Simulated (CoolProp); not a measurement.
Hexamethyldisiloxane (MM) at 293.15 K and 18.1 MPa is throttled through a valve to 10.8 MPa with no heat exchange. Each further row changes one setting.

Values from CoolProp's reference Helmholtz-energy equation of state, Thol 2016.

| case | temperature change (K) | final density (kg/m³) |
|---|---|---|
| as stated | ? | ? |
| outlet pressure 3.24 MPa | ? | ? |
| outlet pressure 14 MPa | ? | ? |

Q: Some entries are withheld; supply them.

A: 
- as stated, temperature change (K): +3.3
- as stated, final density (kg/m³): 777
- outlet pressure 3.24 MPa, temperature change (K): +6.5
- outlet pressure 3.24 MPa, final density (kg/m³): 763
- outlet pressure 14 MPa, temperature change (K): +1.8
- outlet pressure 14 MPa, final density (kg/m³): 782
